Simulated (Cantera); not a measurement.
Input: 1 mol Ta2O5, 0.37 mol H2, 0.039 mol H2O, at 1723 K and 10.0 Torr.

Equilibrium computed with Cantera from the NASA thermochemical tables; the gas is ideal and each condensed phase is pure. Candidate condensed phases: H2O, Ta, Ta2O5; 12 gas species. Equilibrium is a limit: real reactors are often held back by kinetics, nucleation or transport.

Base state: H2 0.903, H2O 0.0953, H 0.00150 (mole fractions); condensed: Ta2O5(s).

Q: What changes in the equilibrium state with this change: pressure from 10.0 Torr to 113 Torr?

A: 
```
species         before     after
-------------  -------  --------
H2               0.903     0.904
H2O             0.0953    0.0953
H              0.00150  0.000448
Ta2O5(s), mol     1.00      1.00
```
